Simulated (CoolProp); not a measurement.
A simple Rankine cycle with R11: condensing at 332.15 K, boiler at 2.47 MPa, turbine inlet 447.5 K, turbine efficiency 0.8, pump efficiency 0.6, no recuperator. Each further row changes one setting.

Computed with CoolProp (reference Helmholtz-energy equation of state, Jacobsen 1992).

| case | thermal efficiency (%) | net work (kJ/kg) | heat in (kJ/kg) | turbine exit temperature (K) | volume ratio over the turbine |
|---|---|---|---|---|---|
| as stated | 14.3 | 31.0 | 217 | 360.1 | 8.64 |
| turbine inlet 467.5 K | 14.5 | 34.0 | 234 | … | … |
| condensing temperature 324.15 K | 15.4 | 34.5 | … | … | 10.7 |
| boiler pressure 1.73 MPa | 12.6 | 28.8 | 228 | 380.6 | 5.62 |
| turbine efficiency 0.7 | 12.4 | 26.8 | 217 | 366.6 | 8.83 |

What belongs in the gaps?


- turbine inlet 467.5 K, turbine exit temperature (K): 382.1
- turbine inlet 467.5 K, volume ratio over the turbine: 8.24
- condensing temperature 324.15 K, heat in (kJ/kg): 224
- condensing temperature 324.15 K, turbine exit temperature (K): 353.2
